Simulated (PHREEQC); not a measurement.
Solution (25 °C): 0.029 mol KH2PO4, 0.00042 mol NaOH and 7.1e-06 mol H4SiO4 per kg of water. Closed to the air; pH follows from the charge balance.

Computed with PHREEQC (ion-association model, phreeqc.dat).

Each row changes one thing in this solution. No solid was allowed to form.

```tsv
case	pH	ionic strength (mol/kgw)	HPO4-2 (mol/kgw)	H3PO4 (mol/kgw)	KHPO4- (mol/kgw)	NaHPO4- (mol/kgw)	SI of Quartz (SiO2)
as made	5.19	0.0299	0.000438	2.33e-5	1.30e-5	1.90e-7	-1.16
NaOH from 0.00042 to 0.00084 mol/kgw	(withheld)	0.0307	0.000831	1.20e-5	2.45e-5	7.15e-7	-1.16
H4SiO4 from 7.1e-06 to 7.1e-05 mol/kgw	5.19	0.0299	0.000438	2.33e-5	1.30e-5	1.90e-7	(withheld)
diluted 10-fold with water	5.36	0.00299	4.81e-5	1.73e-6	2.15e-7	3.11e-9	(withheld)
H4SiO4 replaced by K2SiO3 at the same molality	(withheld)	0.0299	0.000450	2.26e-5	1.34e-5	1.95e-7	-1.16
```

### Question
What belongs in the gaps?

### Answer

- NaOH from 0.00042 to 0.00084 mol/kgw, pH: 5.47
- H4SiO4 from 7.1e-06 to 7.1e-05 mol/kgw, SI of Quartz (SiO2): -0.16
- diluted 10-fold with water, SI of Quartz (SiO2): -2.17
- H4SiO4 replaced by K2SiO3 at the same molality, pH: 5.20

Complexes and solids missing from the database can't appear.
